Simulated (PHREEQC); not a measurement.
Consider water at 20 °C with 56 mmol/kgw Cu(BF4)2, 22 mmol/kgw H2SO4 and 0.21 mmol/kgw H3BO3. Closed to the air; pH follows from the charge balance.

The numbers come from PHREEQC with the ion-association model, wateq4f.dat.

Q: The ionic strength comes out as 0.189 mol/kgw. What activity coefficients do SO4-2, F-, BF2(OH)2-, Cu+2, CuF+ get?

A: SO4-2 0.30, F- 0.71, BF2(OH)2- 0.69, Cu+2 0.34, CuF+ 0.75.

No solid was allowed to form. Real BF4- forms and hydrolyses slowly; the run takes it at equilibrium.
